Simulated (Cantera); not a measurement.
Gas mixture: H2O : CH4 = 0.14 : 0.31 (molar parts), at 150 Pa, frozen composition.

Cantera's kinetic-theory transport with the Lennard-Jones parameters of GRI-Mech 3.0, ideal gas; thermal conductivity in the multicomponent form. Polar gases are described roughly by these parameters. The composition is frozen, though it would react at the higher temperatures.

One state of this run: ρ (kg/m³) = 0.000501; cp (J/kg/K) = 2859; μ (µPa s) = 20.1; λ (mW/m/K) = 82.8; Pr = 0.695; D (cm²/s) NO = 519; D (cm²/s) O = 795; D (cm²/s) H = 2760. D: mixture-averaged diffusion coefficient of that species in the mixture.

Which value of T (K) does it belong to?
(A) 1600
(B) 1000
(C) 1200
(D) 600

D, 600
